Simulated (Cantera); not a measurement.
Input: 1 mol SiCl₄, 0.99 mol C₂H₄, 400 mol H₂, at 0.260 bar.

These are equilibrium values from Cantera (NASA tables, ideal gas, pure condensed phases), not measurements of a reactor. Candidate condensed phases: C, C₆H₆, C₇H₈, C₈H₁₈, Si, SiC; 109 gas species. Gases not in the tables: Si₂H₆ and higher silanes. Rates play no part.

What share of the Si ends up in condensed phases as a function of T (K), at 1723, 1823, 1923, 2023, 2123, 2223, 2323, 2423?


```tsv
T (K)	Si condensed (%)	as
1723	99.8	SiC(s)
1823	99.6	SiC(s)
1923	99.3	SiC(s)
2023	98.3	SiC(s)
2123	94.6	SiC(s)
2223	79.5	SiC(s)
2323	30.8	SiC(s)
2423	0.0	-
```
